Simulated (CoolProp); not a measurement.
Vapour-liquid equilibrium of diethyl ether (1) + n-hexane (2) at 92.7 kPa; x and y are mole fractions of (1).

Model: multi-fluid Helmholtz-energy mixture model, Thol 2014 and Thol 2019; pair parameters Bell 2016, in CoolProp.

**Question.** Give the bubble temperature and the first vapour's composition at x = 0.25, 0.75, 0.85. Is there an azeotrope?

**Answer.** x = 0.25: 324.5 K, y = 0.522; x = 0.75: 310.1 K, y = 0.894; x = 0.85: 308.0 K, y = 0.940. No azeotrope shows between x = 0.05 and 0.95.

The pair parameters rest on a limited set of measurements; away from them the model extrapolates.
